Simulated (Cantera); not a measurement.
A freely propagating, adiabatic, planar premixed flame of CH₄ : H₂ : O₂ : N₂ : CO₂ = 1 : 0.065 : 2.54 : 9.55 : 0.88 (molar parts), unburnt at 400 K and 1.00 bar; mixture-averaged transport, grid criteria slope 0.08 and curve 0.16, no radiation.

Model: GRI-Mech 3.0 (53 species, 325 reactions), integrated in Cantera. Burning velocities carry a grid error of a few per cent, more on coarse grids.

Question: Predict: laminar burning velocity; thermal thickness; peak x(C₂H₆); peak x(C₂H); peak x(CH₂O).

Answer: 
```json
{
 "laminar_burning_velocity": "30.9 cm/s",
 "thermal_thickness": "0.616 mm",
 "peak x(C₂H₆)": "0.000490",
 "peak x(C₂H)": "1.03e-8",
 "peak x(CH₂O)": "0.000815"
}
```
